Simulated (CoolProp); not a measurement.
Properties of oxygen at several states.

Values from CoolProp's reference Helmholtz-energy equation of state, Schmidt 1985. Above 300 K oxygen's equation is extrapolated.

```csv
T (K),p (MPa),phase,Z,cp (kJ/(kg K)),cv (kJ/(kg K)),Joule-Thomson coefficient (K/MPa),viscosity (µPa s),conductivity (mW/(m K))
540.7,4.88,gas,1.011,1.003,0.7278,0.4967,33.0,45.0
985,0.0787,gas,1.000,1.088,0.8279,-0.2650,48.6,70.7
214.1,0.0374,gas,0.9991,0.9120,0.6510,4.904,15.6,19.4
178.9,28.2,supercritical,0.7604,1.737,0.7847,0.09236,60.0,79.0
767.9,0.075,gas,1.000,1.047,0.7875,-0.01743,41.2,58.1
```

Viscosity comes from a separate model (Lemmon 2004). Thermal conductivity comes from a separate model (Lemmon 2004).
